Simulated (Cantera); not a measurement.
Charge: 1 mol Fe₂O₃, 0.44 mol SO₂, 3.2 mol N₂, equilibrated at 577 °C and 900 Torr.

Cantera equilibrium calculation (NASA polynomials, part measured and part estimated; ideal gas, pure solids and liquids). Candidate condensed phases: Fe, FeO, FeS, FeSO₄, FeS₂, Fe₂O₃, Fe₂(SO₄)₃, Fe₃O₄, S; 19 gas species. The numbers say what is thermodynamically allowed, not how fast it happens.

Base state: N₂ 0.879, SO₂ 0.121 (mole fractions); condensed: Fe₂O₃(s).

### Question
What changes in the equilibrium state with this change: temperature from 577 °C to 1250 °C?

### Answer
```tsv
species	before	after
N₂	0.879	0.872
SO₂	0.121	0.120
O₂	<1e-9	0.00778
NO	<1e-9	0.000277
SO₃	5.82e-8	0.000385
Fe₂O₃(s), mol	1.00	0.821
Fe₃O₄(s), mol	0	0.119
```
Mutual solubility and eutectic melting of coexisting phases are not modelled.
